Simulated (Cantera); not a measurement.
Charge: 1 mol NaI, 4.2 mol H₂, held at 1000 °C.

Cantera equilibrium calculation (NASA polynomials, part measured and part estimated; ideal gas, pure solids and liquids). Candidate condensed phases: I₂, Na, NaI; 9 gas species. Gases not in the tables: NaBr and NaI dimers. Equilibrium is a limit: real reactors are often held back by kinetics, nucleation or transport.

x: gas mole fraction; n: condensed amount in mol.

```
P (Pa)   x H₂   x NaI     x Na       x I       x H  n NaI(l)
------  -----  ------  -------  --------  --------  --------
0.100   0.770   0.138   0.0456    0.0451  0.000626         0
1.60    0.797   0.177   0.0131    0.0126  0.000159         0
25      0.805   0.188        …         …         …         0
400     0.807   0.191  0.00108  0.000661   1.01e-5         0
6300    0.807   0.192        …         …         …         0
100000  0.950  0.0502  9.39e-5   7.97e-6   6.95e-7     0.778
```

Fill in the missing entries.


- 25, x Na: 0.00360
- 25, x I: 0.00311
- 25, x H: 4.05e-5
- 6300, x Na: 0.000399
- 6300, x I: 0.000114
- 6300, x H: 2.55e-6
